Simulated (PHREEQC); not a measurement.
Solution (25 °C): 31 mmol/kgw CuSO4, 140 mmol/kgw CuCl2 and 0.31 mmol/kgw Na2SO4. Closed to the air; pH follows from the charge balance.

The numbers come from PHREEQC with the ion-association model, wateq4f.dat.

```json
{
 "pH": "4.22",
 "ionic_strength": "0.423 mol/kgw",
 "activity_of_water": "0.993"
}
```

| species | molality | activity | log γ |
|---|---|---|---|
| Cl- | 0.255 | 0.167 | -0.183 |
| Cu+2 | 0.129 | 0.0337 | -0.581 |
| CuCl+ | 0.0229 | 0.0152 | -0.179 |
| CuSO4 | 0.0181 | 0.0199 | 0.042 |
| SO4-2 | 0.0132 | 0.00290 | -0.658 |
| CuCl2 | 0.00123 | 0.00136 | 0.042 |
| Na+ | 0.000611 | 0.000435 | -0.147 |
| H+ | 7.83e-5 | 6.03e-5 | -0.113 |
| Cu2(OH)2+2 | 4.73e-5 | 1.35e-5 | -0.545 |
| HSO4- | 2.51e-5 | 1.70e-5 | -0.169 |

This is a speciation only: nothing precipitates in the calculation. Examples of supersaturated solids here: Atacamite, Antlerite. Others may be too.
